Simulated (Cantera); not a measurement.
An isothermal, constant-pressure homogeneous reactor starts with H2 : O2 = 0.022 : 1 (molar parts), equivalence ratio 0.011, at 1025 K and 0.0267 bar.

Computed with Cantera and GRI-Mech 3.0 (53 species, 325 reactions). Radical loss at walls, strong at low pressure, is not modelled.

x: mole fraction; the columns are a selection and need not sum to one.

```tsv
t (s)	x H2	x O2	x H	x H2O	x H2O2
0.000100	0.0215	0.978	4.69e-11	1.36e-11	<1e-12
0.000255	0.0215	0.978	1.13e-10	1.47e-10	<1e-12
0.000652	0.0215	0.978	5.99e-10	1.96e-9	<1e-12
0.00166	0.0215	0.978	2.85e-8	1.25e-7	1.08e-12
0.00425	0.0192	0.977	0.000442	0.00176	5.60e-8
0.0108	0.000231	0.971	0.00103	0.0206	1.11e-7
0.0277	(withheld)	0.976	(withheld)	0.0214	(withheld)
0.0706	9.90e-6	0.978	1.42e-5	0.0217	6.49e-8
0.180	1.66e-6	0.978	1.09e-6	0.0217	4.26e-8
0.460	2.78e-7	0.978	8.83e-8	0.0217	2.15e-8
1.18	(withheld)	0.978	(withheld)	0.0218	(withheld)
3.00	1.23e-8	0.978	1.15e-9	0.0218	3.32e-9
```

Question: Fill in the missing entries.

Answer: 
- 0.0277, x H2: 4.93e-5
- 0.0277, x H: 0.000148
- 0.0277, x H2O2: 8.05e-8
- 1.18, x H2: 5.30e-8
- 1.18, x H: 8.85e-9
- 1.18, x H2O2: 8.85e-9
